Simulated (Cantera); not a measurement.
Input: 1 mol Fe(CO)₅, 3.7 mol H₂, 17 mol N₂, at 7.50 Torr.

Points: T (K) = 825, 875, 925, 975, 1025, 1075, 1125, 1175, 1225, 1275, 1325, 1375, 1425.

Cantera's Mixture.equilibrate('TP', solver="vcs", rtol=1e-11, max_steps=5000) on the NASA tables stopped like this:

```
  CO 1.922e-01  H2 1.437e-01  CO2 1.111e-03  H2O 4.106e-04  CH4 4.685e-05
   condensed (mol): C(gr) 0.03782  Fe(a) 1
T = 975 K  P = 1000 Pa  gas = 25.69 mol
   x: N2 6.618e-01  CO 1.938e-01  H2 1.438e-01  CO2 3.606e-04  H2O 1.675e-04  CH4 2.599e-05
   condensed (mol): C(gr) 0.01287  Fe(a) 1
T = 1025 K  P = 1000 Pa  gas = 25.69 mol
   x: N2 6.616e-01  CO 1.943e-01  H2 1.439e-01  CO2 1.298e-04  H2O 7.416e-05  CH4 1.522e-05
   condensed (mol): C(gr) 0.004789  Fe(a) 1
T = 1075 K  P = 1000 Pa  gas = 25.7 mol
   x: N2 6.615e-01  CO 1.944e-01  H2 1.439e-01  CO2 5.138e-05  H2O 3.536e-05
   condensed (mol): C(gr) 0.001863  Fe(a) 1
ERROR: FAILURE its = 5001!

*******************************************************************************
CanteraError thrown by MultiPhase::equilibrate:
VCS solver failed. Return code: -1
*******************************************************************************
```

Problem. What got this run through?

Solution. One answer among several that fit: The failure is numerical, not chemical. The same input converged with solver="gibbs", rtol=1e-10, max_steps=50000, and the result passed a check of the equilibrium conditions:
```
T = 825 K  P = 1000 Pa  gas = 25.29 mol
   x: N2 6.721e-01  CO 1.689e-01  H2 1.429e-01  CO2 1.286e-02  H2O 3.045e-03  CH4 1.847e-04
   condensed (mol): C(gr) 0.3975  Fe(a) 1
T = 875 K  P = 1000 Pa  gas = 25.57 mol
   x: N2 6.647e-01  CO 1.869e-01  H2 1.434e-01  CO2 3.757e-03  H2O 1.093e-03  CH4 8.979e-05
   condensed (mol): C(gr) 0.1217  Fe(a) 1
T = 925 K  P = 1000 Pa  gas = 25.66 mol
   x: N2 6.625e-01  CO 1.922e-01  H2 1.437e-01  CO2 1.111e-03  H2O 4.106e-04  CH4 4.685e-05
   condensed (mol): C(gr) 0.03782  Fe(a) 1
T = 975 K  P = 1000 Pa  gas = 25.69 mol
   x: N2 6.618e-01  CO 1.938e-01  H2 1.438e-01  CO2 3.606e-04  H2O 1.675e-04  CH4 2.599e-05
   condensed (mol): C(gr) 0.01287  Fe(a) 1
T = 1025 K  P = 1000 Pa  gas = 25.69 mol
   x: N2 6.616e-01  CO 1.943e-01  H2 1.439e-01  CO2 1.298e-04  H2O 7.416e-05  CH4 1.522e-05
   condensed (mol): C(gr) 0.004789  Fe(a) 1
T = 1075 K  P = 1000 Pa  gas = 25.7 mol
   x: N2 6.615e-01  CO 1.944e-01  H2 1.439e-01  CO2 5.138e-05  H2O 3.536e-05
   condensed (mol): C(gr) 0.001863  Fe(a) 1
T = 1125 K  P = 1000 Pa  gas = 25.7 mol
   x: N2 6.615e-01  CO 1.945e-01  H2 1.439e-01  CO2 2.212e-05  H2O 1.800e-05
   condensed (mol): C(gr) 0.000633  Fe(a) 1
T = 1175 K  P = 1000 Pa  gas = 25.7 mol
   x: N2 6.615e-01  CO 1.945e-01  H2 1.439e-01  HCN 1.674e-05  CO2 1.061e-05  H2O 1.005e-05
   condensed (mol): Fe(a) 1
T = 1225 K  P = 1000 Pa  gas = 25.7 mol
   x: N2 6.615e-01  CO 1.945e-01  H2 1.439e-01  HCN 1.705e-05
   condensed (mol): Fe(c) 1
T = 1275 K  P = 1000 Pa  gas = 25.7 mol
   x: N2 6.615e-01  CO 1.945e-01  H2 1.440e-01  HCN 1.686e-05
   condensed (mol): Fe(c) 1
T = 1325 K  P = 1000 Pa  gas = 25.7 mol
   x: N2 6.615e-01  CO 1.945e-01  H2 1.439e-01  HCN 1.651e-05
   condensed (mol): Fe(c) 1
T = 1375 K  P = 1000 Pa  gas = 25.7 mol
   x: N2 6.615e-01  CO 1.945e-01  H2 1.439e-01  HCN 1.613e-05  H 1.300e-05
   condensed (mol): Fe(c) 1
T = 1425 K  P = 1000 Pa  gas = 25.7 mol
   x: N2 6.615e-01  CO 1.945e-01  H2 1.439e-01  H 2.588e-05  HCN 1.578e-05  H2O 1.007e-05
   condensed (mol): Fe(c) 0.9999
```

The gas is ideal and each condensed phase is pure. Condensed phases not in the tables: cementite and carbon dissolved in iron.
